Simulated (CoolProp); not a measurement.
C2F6 (R116) along the isotherm 247.6 K: Z from the reference equation and from simpler models built on Tc = 293.0 K, pc = 3048 kPa, ω = 0.257; each cubic takes its own stable root.

Computed with CoolProp (reference Helmholtz-energy equation of state, Lemmon 2006). It is a short technical equation, of lower accuracy than the large ones.

| p (kPa) | phase | reference |
|---|---|---|
| 286 | gas | 0.9423 |
| 571 | gas | 0.8771 |
| 857 | gas | 0.7994 |
| 1140 | liquid | 0.05719 |
| 1430 | liquid | 0.07153 |
| 1710 | liquid | 0.08529 |
| 2000 | liquid | 0.09947 |
| 2290 | liquid | 0.1136 |
| 2570 | liquid | 0.1271 |
| 2860 | liquid | 0.1411 |
| 3140 | liquid | 0.1545 |
| 3430 | liquid | 0.1684 |
| 3710 | liquid | 0.1817 |
| 4000 | liquid | 0.1955 |
| 4290 | liquid | 0.2092 |
| 4570 | liquid | 0.2223 |

Task: How far does each simpler model (van der Waals, Redlich-Kwong, Peng-Robinson) lie from the reference over these 16 states: mean and median of the absolute difference, and the worst?

Result: 
- van der Waals: mean 175.4 %, median 52.8 %, worst +1294.3 % at 247.6 K and 1140 kPa
- Redlich-Kwong: mean 10.0 %, median 11.3 %, worst +14.6 % at 247.6 K and 1140 kPa
- Peng-Robinson: mean 4.4 %, median 5.1 %, worst -6.1 % at 247.6 K and 4570 kPa

At some of these states van der Waals gives the other phase, because its saturation line lies elsewhere.
